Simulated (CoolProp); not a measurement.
The fluid at 293.15 K and 15.5 MPa is throttled through a valve to 9.28 MPa with no heat exchange. The same conditions are run with several fluids, on thermodynamics alone (safety and materials aside).

Values from CoolProp's reference Helmholtz-energy equation of state of each fluid (ethanol: Schroeder 2014; R507A: Lemmon 2003; carbonyl sulfide: Lemmon 2006; R1224YDZ: Akasaka 2023; dimethyl carbonate: Zhou 2011). Blends and air are pseudo-pure fits.

| fluid | temperature change (K) | final density (kg/m³) |
|---|---|---|
| ethanol | +2.3 | 795 |
| R507A | +0.7 | 1130 |
| carbonyl sulfide | +1.5 | 1030 |
| R1224YDZ | +2.0 | 1400 |
| dimethyl carbonate | +2.1 | 1080 |
